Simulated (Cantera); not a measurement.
Feed: 1 mol FeS2, 71 mol H2, 0.22 mol H2O, at 1750 K and 1.90 mbar.

Method: chemical equilibrium by Gibbs-energy minimisation in Cantera with the NASA 1993 tables (ideal gas, pure condensed phases). Candidate condensed phases: Fe, FeO, Fe(OH)2, Fe(OH)3, FeS, FeSO4, FeS2, Fe2O3, Fe2(SO4)3, Fe3O4, H2O, H2SO4, S; 22 gas species. Kinetics and transport are ignored.

Task: What is the equilibrium state?

Result: 
```json
{
  "x(H2)": "0.966",
  "x(S2)": "0.00889",
  "x(Fe)": "0.00733",
  "x(H)": "0.00524",
  "x(H2S)": "0.00510",
  "x(SH)": "0.00351",
  "x(H2O)": "0.00300",
  "x(S)": "0.00106",
  "x(SO)": "2.38e-5",
  "n(Fe(δ))": "0.466 mol",
  "gas_amount": "72.80 mol",
  "log10 activity of S(l) (absent)": "-3.81"
}
```
